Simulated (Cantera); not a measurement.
What does this Cantera script print?

```python
import numpy as np
import cantera as ct

gas_names = """
    H HNO HNO2 HNO3 HO2 H2 H2O H2O2 N NH NH2 NH3 NH2OH NO NO2 NO3 N2 N2H2 N2H4 N2O O OH O2 O3 Pb PbO Pb2
""".split()
cond_names = """
    H2O(s) H2O(L) Pb(cr) Pb(L) PbO(rd) PbO(yw) PbO(L) PbO2(s) Pb3O4(s)
""".split()


# ... load() reads the species with a 1 bar reference pressure and builds the phases ...
atoms = {
    'PbO': {'Pb': 1, 'O': 1},
    'H2': {'H': 2},
    'N2': {'N': 2},
}
top_T = {'Pb3O4(s)': 820}  # K; cautious upper limits of use, not melting points


# ... equilibrate(T, P, feed) seeds the gas with the atoms and calls Mixture.equilibrate('TP', solver="vcs", rtol=1e-11, max_steps=5000) ...
results = []
feed = {'PbO': 1, 'H2': 0.43, 'N2': 26}  # mol
P = 13332.2  # Pa
for T in [1548, 1598, 1648, 1698, 1748, 1798, 1848, 1898, 1948, 1998, 2048, 2098]:
    mix = equilibrate(T, P, feed)
    results.append((T, P, feed, dict(zip(mix.species_names, mix.species_moles))))
    x = sorted(zip(gas.X, gas.species_names), reverse=True)
    print(f"T = {T:g} K  P = {P:g} Pa  gas = {mix.phase_moles(0):.4g} mol")
    print("   x: " + "  ".join(f"{s} {v:.3e}" for v, s in x if v > 1e-05))
    print("   condensed (mol): " + ("  ".join(f"{mix.phase(i).name} {mix.phase_moles(i):.4g}"
          for i in range(1, mix.n_phases) if mix.phase_moles(i) > 1e-12) or "none"))
```

Result:

```
T = 1548 K  P = 13332.2 Pa  gas = 27.44 mol
   x: N2 9.473e-01  PbO 1.973e-02  Pb 1.671e-02  H2O 1.565e-02  O2 4.802e-04  NO 8.054e-05  OH 1.679e-05
   condensed (mol): none
T = 1598 K  P = 13332.2 Pa  gas = 27.45 mol
   x: N2 9.470e-01  PbO 1.908e-02  Pb 1.734e-02  H2O 1.564e-02  O2 7.729e-04  NO 1.276e-04  OH 2.809e-05
   condensed (mol): none
T = 1648 K  P = 13332.2 Pa  gas = 27.46 mol
   x: N2 9.466e-01  PbO 1.825e-02  Pb 1.816e-02  H2O 1.562e-02  O2 1.151e-03  NO 1.919e-04  OH 4.498e-05  H2 1.448e-05
   condensed (mol): none
T = 1698 K  P = 13332.2 Pa  gas = 27.48 mol
   x: N2 9.460e-01  Pb 1.914e-02  PbO 1.725e-02  H2O 1.559e-02  O2 1.599e-03  NO 2.752e-04  OH 6.924e-05  H2 2.102e-05
   condensed (mol): none
T = 1748 K  P = 13332.2 Pa  gas = 27.49 mol
   x: N2 9.455e-01  Pb 2.023e-02  PbO 1.614e-02  H2O 1.556e-02  O2 2.094e-03  NO 3.790e-04  OH 1.029e-04  H2 3.045e-05
   condensed (mol): none
T = 1798 K  P = 13332.2 Pa  gas = 27.51 mol
   x: N2 9.448e-01  Pb 2.140e-02  H2O 1.551e-02  PbO 1.494e-02  O2 2.614e-03  NO 5.043e-04  OH 1.483e-04  H2 4.392e-05  O 1.672e-05
   condensed (mol): none
T = 1848 K  P = 13332.2 Pa  gas = 27.53 mol
   x: N2 9.441e-01  Pb 2.261e-02  H2O 1.545e-02  PbO 1.372e-02  O2 3.135e-03  NO 6.515e-04  OH 2.080e-04  H2 6.292e-05  O 2.905e-05  H 1.152e-05
   condensed (mol): none
T = 1898 K  P = 13332.2 Pa  gas = 27.55 mol
   x: N2 9.434e-01  Pb 2.380e-02  H2O 1.537e-02  PbO 1.250e-02  O2 3.640e-03  NO 8.210e-04  OH 2.847e-04  H2 8.935e-05  O 4.846e-05  H 2.024e-05
   condensed (mol): none
T = 1948 K  P = 13332.2 Pa  gas = 27.57 mol
   x: N2 9.427e-01  Pb 2.496e-02  H2O 1.527e-02  PbO 1.131e-02  O2 4.113e-03  NO 1.012e-03  OH 3.813e-04  H2 1.256e-04  O 7.801e-05  H 3.469e-05
   condensed (mol): none
T = 1998 K  P = 13332.2 Pa  gas = 27.58 mol
   x: N2 9.420e-01  Pb 2.607e-02  H2O 1.514e-02  PbO 1.018e-02  O2 4.544e-03  NO 1.225e-03  OH 5.005e-04  H2 1.747e-04  O 1.216e-04  H 5.808e-05
   condensed (mol): none
T = 2048 K  P = 13332.2 Pa  gas = 27.6 mol
   x: N2 9.413e-01  Pb 2.711e-02  H2O 1.497e-02  PbO 9.123e-03  O2 4.925e-03  NO 1.458e-03  OH 6.451e-04  H2 2.402e-04  O 1.843e-04  H 9.505e-05
   condensed (mol): none
T = 2098 K  P = 13332.2 Pa  gas = 27.62 mol
   x: N2 9.405e-01  Pb 2.806e-02  H2O 1.476e-02  PbO 8.143e-03  O2 5.252e-03  NO 1.711e-03  OH 8.174e-04  H2 3.260e-04  O 2.721e-04  H 1.522e-04
   condensed (mol): none
```

These are equilibrium values from Cantera (NASA tables, ideal gas, pure condensed phases), not measurements of a reactor. Gases not in the tables: (PbO)n polymers.
